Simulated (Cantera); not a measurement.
# NO annealing gas

An isothermal, constant-pressure homogeneous reactor starts with NO : N2 = 1 : 1.7 (molar parts), at 2075 K and 0.0188 atm.

Computed with Cantera and GRI-Mech 3.0 (53 species, 325 reactions). Radical loss at walls, strong at low pressure, is not modelled.

```json
[
 {"t (s)": "8.00e-5", "x NO": "0.370", "x NO2": "1.63e-10", "x N2O": "4.08e-7", "x N2": "0.630", "x O2": "2.49e-10"},
 {"t (s)": "0.000241", "x NO": "0.370", "x NO2": "1.45e-9", "x N2O": "1.22e-6", "x N2": "0.630", "x O2": "2.27e-9"},
 {"t (s)": "0.000728", "x NO": "0.370", "x NO2": "1.23e-8", "x N2O": "3.63e-6", "x N2": "0.630", "x O2": "2.09e-8"},
 {"t (s)": "0.00220", "x NO": "0.370", "x NO2": "9.29e-8", "x N2O": "1.04e-5", "x N2": "0.630", "x O2": "1.97e-7"},
 {"t (s)": "0.00663", "x NO": "0.370", "x NO2": "5.50e-7", "x N2O": "2.66e-5", "x N2": "0.630", "x O2": "1.97e-6"},
 {"t (s)": "0.0200", "x NO": "0.370", "x NO2": "2.36e-6", "x N2O": "5.17e-5", "x N2": "0.630", "x O2": "2.19e-5"},
 {"t (s)": "0.0603", "x NO": "0.369", "x NO2": "6.58e-6", "x N2O": "5.99e-5", "x N2": "0.630", "x O2": "0.000245"},
 {"t (s)": "0.182", "x NO": "0.365", "x NO2": "1.10e-5", "x N2O": "5.23e-5", "x N2": "0.632", "x O2": "0.00190"},
 {"t (s)": "0.549", "x NO": "0.351", "x NO2": "1.61e-5", "x N2O": "4.49e-5", "x N2": "0.639", "x O2": "0.00889"},
 {"t (s)": "1.66", "x NO": "0.300", "x NO2": "2.48e-5", "x N2O": "2.90e-5", "x N2": "0.664", "x O2": "0.0339"},
 {"t (s)": "5.00", "x NO": "0.156", "x NO2": "2.30e-5", "x N2O": "6.51e-6", "x N2": "0.736", "x O2": "0.106"}
]
```
x: mole fraction; the columns are a selection and need not sum to one.

Equilibrium at this temperature and pressure: NO 0.00877, NO2 1.70e-6, N2O 6.85e-8, N2 0.809, O2 0.179 (gas phase only).
